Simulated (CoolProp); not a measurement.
A closed Brayton cycle with carbon dioxide: compressor inlet 333.15 K and 7.9 MPa, high pressure 20.2 MPa, turbine inlet 975 K, compressor efficiency 0.89, turbine efficiency 0.85, recuperator effectiveness 0 (on enthalpy, no pinch check). Each further row changes one setting.

The numbers come from the reference Helmholtz-energy equation of state, Span 1996 in CoolProp.

```tsv
case	thermal efficiency (%)	net work (kJ/kg)	compressor to turbine work	compressor exit (K)	turbine exit (K)
as stated	12.4	88.4	0.37	416.4	857.0
turbine inlet 925 K	12.4	80.8	0.39	416.4	811.0
compressor inlet 343.15 K	12.1	83.7	0.40	429.9	857.0
high pressure 17.2 MPa	10.4	75.8	0.35	401.6	876.6
recuperator effectiveness 0.5	19.3	88.4	0.37	416.4	857.0
```
